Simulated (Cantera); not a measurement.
Input: 1 mol CaF2, 0.18 mol H2, 0.98 mol O2, held at 1600 K and 0.0113 Torr.

Method: chemical equilibrium by Gibbs-energy minimisation in Cantera with the NASA 1993 tables (ideal gas, pure condensed phases). Candidate condensed phases: Ca, CaF2, CaO, Ca(OH)2, H2O; 29 gas species. Equilibrium is a limit: real reactors are often held back by kinetics, nucleation or transport.

Base state: O2 0.428, CaF2 0.397, HF 0.171, O 0.00245, H2O 0.00132, OH 0.000390, F 6.96e-5, H 2.61e-5 (mole fractions); condensed: CaO(s).

Q: What changes in the equilibrium state with this change: pressure from 0.0113 Torr to 7.50 Torr?

A: 
```
species        before     after
------------  -------  --------
O2              0.428     0.789
H2O           0.00132     0.110
HF              0.171    0.0982
CaF2            0.397   0.00158
CaF           2.31e-5   9.54e-9
F             6.96e-5   1.01e-6
O             0.00245  0.000129
CaO(s), mol     0.177    0.0553
CaF2(s), mol        0     0.943
```
Mutual solubility and eutectic melting of coexisting phases are not modelled.

Q: What changes in the equilibrium state with this change: H2 from 0.18 to 3.2 mol?

A: 
```csv
species,before,after
HF,0.171,0.445
H2,3.46e-6,0.290
H2O,0.00132,0.242
O2,0.428,2.04e-6
CaF2,0.397,0.0147
O,0.00245,5.35e-6
H,2.61e-5,0.00756
F,6.96e-5,6.26e-7
CaF,2.31e-5,9.53e-5
OH,0.000390,0.000247
"CaO(s), mol",0.177,0.938
```

Q: What changes in the equilibrium state with this change: CaF2 replaced by MgCl2?

A: 
| species | before | after |
|---|---|---|
| Cl | 0 | 0.521 |
| O2 | 0.428 | 0.242 |
| HCl | 0 | 0.145 |
| CaF2 | 0.397 | 0 |
| HF | 0.171 | 0 |
| MgCl2 | 0 | 0.0863 |
| Cl2 | 0 | 0.000337 |
| F | 6.96e-5 | 0 |
| CaO(s), mol | 0.177 | 0 |
| MgO(s), mol | 0 | 0.794 |
Further candidate phases: Mg, MgCl2, MgO, Mg(OH)2.
